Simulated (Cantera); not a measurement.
# N2O furnace oxynitridation

An isothermal, constant-pressure homogeneous reactor starts with 53.4 % N2O, 0.150 % H2, 46.5 % N2, at 1423 K and 128 Torr.

Detailed kinetics in Cantera: GRI-Mech 3.0 (53 species, 325 reactions). GRI-Mech 3.0 was tuned for natural gas; its chemistry of N2O as a main component is partial and can be far from experiment. The temperature is held fixed by assumption; the heat of reaction is taken as removed at once.

```json
[
 {"t (s)": "4.00e-5", "x N2O": "0.534", "x H2": "0.00149", "x NO": "6.59e-6", "x HO2": "3.53e-8", "x OH": "2.78e-6", "x O2": "1.23e-5"},
 {"t (s)": "9.30e-5", "x N2O": "0.534", "x H2": "0.00149", "x NO": "2.39e-5", "x HO2": "3.22e-7", "x OH": "1.01e-5", "x O2": "4.47e-5"},
 {"t (s)": "0.000216", "x N2O": "0.533", "x H2": "0.00146", "x NO": "6.99e-5", "x HO2": "2.09e-6", "x OH": "2.71e-5", "x O2": "0.000130"},
 {"t (s)": "0.000503", "x N2O": "0.533", "x H2": "0.00134", "x NO": "0.000178", "x HO2": "7.71e-6", "x OH": "5.50e-5", "x O2": "0.000337"},
 {"t (s)": "0.00117", "x N2O": "0.531", "x H2": "0.00101", "x NO": "0.000425", "x HO2": "1.12e-5", "x OH": "7.42e-5", "x O2": "0.000846"},
 {"t (s)": "0.00272", "x N2O": "0.526", "x H2": "0.000515", "x NO": "0.000987", "x HO2": "8.21e-6", "x OH": "6.45e-5", "x O2": "0.00205"},
 {"t (s)": "0.00632", "x N2O": "0.517", "x H2": "0.000148", "x NO": "0.00229", "x HO2": "3.94e-6", "x OH": "4.46e-5", "x O2": "0.00481"},
 {"t (s)": "0.0147", "x N2O": "0.498", "x H2": "1.76e-5", "x NO": "0.00533", "x HO2": "1.45e-6", "x OH": "3.13e-5", "x O2": "0.0110"},
 {"t (s)": "0.0342", "x N2O": "0.456", "x H2": "2.84e-7", "x NO": "0.0119", "x HO2": "6.17e-7", "x OH": "2.98e-5", "x O2": "0.0242"},
 {"t (s)": "0.0795", "x N2O": "0.373", "x H2": "4.79e-8", "x NO": "0.0248", "x HO2": "2.71e-7", "x OH": "3.07e-5", "x O2": "0.0502"},
 {"t (s)": "0.185", "x N2O": "0.241", "x H2": "5.24e-8", "x NO": "0.0452", "x HO2": "1.06e-7", "x OH": "3.01e-5", "x O2": "0.0922"},
 {"t (s)": "0.430", "x N2O": "0.0962", "x H2": "5.91e-8", "x NO": "0.0666", "x HO2": "3.77e-8", "x OH": "2.76e-5", "x O2": "0.139"},
 {"t (s)": "1.00", "x N2O": "0.0165", "x H2": "3.92e-8", "x NO": "0.0765", "x HO2": "1.42e-8", "x OH": "2.01e-5", "x O2": "0.165"}
]
```
x: mole fraction; the columns are a selection and need not sum to one.

Equilibrium at this temperature and pressure: N2O 2.15e-8, H2 4.01e-9, NO 0.000827, HO2 7.57e-9, OH 6.54e-6, O2 0.210 (gas phase only).
